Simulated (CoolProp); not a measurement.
Vapour-liquid equilibrium of R22 (1) + n-hexane (2) at 57.95 °C; x and y are mole fractions of (1).

Computed with CoolProp (multi-fluid Helmholtz-energy mixture model, Kamei 1995 and Thol 2019; pair parameters Bell 2016).

```tsv
x	bubble pressure, mixture model (MPa)	bubble pressure, Raoult's law (MPa)	y, mixture model	y, Raoult's law
0.05	0.2050	0.1838	0.652	0.631
0.2	0.5917	0.5214	0.882	0.891
0.35	0.9343	0.8589	0.928	0.946
0.5	1.232	1.196	0.949	0.970
0.65	1.509	1.534	0.964	0.984
0.8	1.804	1.871	0.977	0.992
0.95	2.171	2.209	0.993	0.998
```

The largest gap from Raoult's law is +13.5 % in bubble pressure, at x = 0.2. No azeotrope shows between x = 0.05 and 0.95.

Pair parameters are fitted to limited data, so mixtures are less certain than the pure fluids. The gap from Raoult's law changes sign with composition, which may be real or a fault of the pair parameters; it wasn't checked against measurements.
